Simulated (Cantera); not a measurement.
Cantera run:

```python
import numpy as np
import cantera as ct

gas_names = """
    Br Br2 H HBr HO2 H2 H2O H2O2 O OH O2 O3
""".split()
cond_names = """
    Br2(cr) Br2(L) H2O(s) H2O(L)
""".split()


# ... load() reads the species with a 1 bar reference pressure and builds the phases ...
atoms = {
    'HBr': {'H': 1, 'Br': 1},
    'H2': {'H': 2},
    'H2O': {'H': 2, 'O': 1},
}
top_T = {}  # K; cautious upper limits of use, not melting points


# ... equilibrate(T, P, feed) seeds the gas with the atoms and calls Mixture.equilibrate('TP', solver="vcs", rtol=1e-11, max_steps=5000) ...
results = []
feed = {'HBr': 1, 'H2': 0.19, 'H2O': 1.8}  # mol
T = 1650  # K
P = 10000  # Pa
mix = equilibrate(T, P, feed)
results.append((T, P, feed, dict(zip(mix.species_names, mix.species_moles))))
x = sorted(zip(gas.X, gas.species_names), reverse=True)
print(f"T = {T:g} K  P = {P:g} Pa  gas = {mix.phase_moles(0):.4g} mol")
print("   x: " + "  ".join(f"{s} {v:.3e}" for v, s in x if v > 0.0001))
print("   condensed (mol): " + ("  ".join(f"{mix.phase(i).name} {mix.phase_moles(i):.4g}"
      for i in range(1, mix.n_phases) if mix.phase_moles(i) > 1e-12) or "none"))
```

It prints:

```
T = 1650 K  P = 10000 Pa  gas = 3.02 mol
   x: H2O 5.960e-01  HBr 3.111e-01  H2 7.291e-02  Br 1.984e-02  Br2 1.029e-04
   condensed (mol): none
```

Cantera equilibrium calculation (NASA polynomials, part measured and part estimated; ideal gas, pure solids and liquids).
